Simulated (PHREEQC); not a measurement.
## Brine: speciation

Dissolve 0.3 mol/kgw K2CO3 and 0.00018 mol/kgw NaCl at 20 °C. Closed to the air; pH follows from the charge balance.

Model: ion-association model, wateq4f.dat, run in PHREEQC.

```yaml
pH: 11.63
ionic_strength: 0.895 mol/kgw
activity_of_water: 0.985
total_alkalinity: 600 meq/kg
```

```json
[
 {"species": "K+", "molality": "0.600", "activity": "0.365", "log γ": "-0.216"},
 {"species": "CO3-2", "molality": "0.295", "activity": "0.0568", "log γ": "-0.716"},
 {"species": "OH-", "molality": "0.00481", "activity": "0.00283", "log γ": "-0.229"},
 {"species": "HCO3-", "molality": "0.00481", "activity": "0.00318", "log γ": "-0.179"},
 {"species": "Cl-", "molality": "0.000180", "activity": "0.000109", "log γ": "-0.216"},
 {"species": "Na+", "molality": "9.56e-5", "activity": "6.82e-5", "log γ": "-0.146"},
 {"species": "NaCO3-", "molality": "8.43e-5", "activity": "5.58e-5", "log γ": "-0.179"},
 {"species": "NaHCO3", "molality": "9.94e-8", "activity": "1.22e-7", "log γ": "0.090"},
 {"species": "CO2", "molality": "1.50e-8", "activity": "1.84e-8", "log γ": "0.090"}
]
```

No solid was allowed to form. Ionic strength above about 0.7 mol/kgw puts this run outside the model's range. Species that the database lacks are ignored.
